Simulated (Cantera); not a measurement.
## Sublimation and decomposition of ceramics: SiC + Si + N2

Input: 1 mol SiC, 0.33 mol Si, a varied amount of N2, equilibrated at 2648.15 K and 0.100 bar.

Cantera equilibrium calculation (NASA polynomials, part measured and part estimated; ideal gas, pure solids and liquids). Candidate condensed phases: C, Si, SiC, Si3N4; 20 gas species. Mutual solubility and eutectic melting of coexisting phases are not modelled. The tables' values for SiN are old estimates; treat these amounts as uncertain. Kinetics and transport are ignored.

| n(N2) (mol) | x N2 | x Si | x Si2C | x SiC2 | x Si2 | n Si(l) | n SiC(s) |
|---|---|---|---|---|---|---|---|
| 0.13 | 0.820 | 0.135 | 0.0276 | 0.00579 | 0.00443 | 0.302 | 0.994 |
| 0.18 | 0.820 | 0.135 | 0.0276 | 0.00579 | 0.00443 | 0.292 | 0.991 |
| 0.25 | 0.820 | 0.135 | 0.0276 | 0.00579 | 0.00443 | 0.277 | 0.988 |
| 0.35 | 0.820 | 0.135 | 0.0276 | 0.00579 | 0.00443 | 0.255 | 0.983 |
| 0.48 | 0.820 | 0.135 | 0.0276 | 0.00579 | 0.00443 | 0.228 | 0.977 |
| 0.67 | 0.820 | 0.135 | 0.0276 | 0.00579 | 0.00443 | 0.187 | 0.968 |
| 0.93 | 0.820 | 0.135 | 0.0276 | 0.00579 | 0.00443 | 0.131 | 0.955 |
| 1.3 | 0.820 | 0.135 | 0.0276 | 0.00579 | 0.00443 | 0.0525 | 0.937 |
| 1.8 | 0.839 | 0.121 | 0.0247 | 0.00647 | 0.00354 | 0 | 0.918 |
| 2.5 | 0.871 | 0.0947 | 0.0194 | 0.00825 | 0.00218 | 0 | 0.896 |
| 3.4 | 0.894 | 0.0758 | 0.0155 | 0.0103 | 0.00139 | 0 | 0.860 |
| 4.8 | 0.911 | 0.0600 | 0.0123 | 0.0130 | 0.000874 | 0 | 0.793 |
| 6.6 | 0.921 | 0.0497 | 0.0102 | 0.0157 | 0.000600 | 0 | 0.693 |
x: gas mole fraction; n: condensed amount in mol.

From 0.13 mol N2 to 1.3 mol N2 the condensed part is Si(l) + SiC(s). From 1.8 mol N2 to 6.6 mol N2 the condensed part is SiC(s). The main Si-bearing gas is Si throughout. The share of Si in condensed phases is highest at 0.13 mol N2 (97.4 %) and lowest at 6.6 mol N2 (52.1 %).
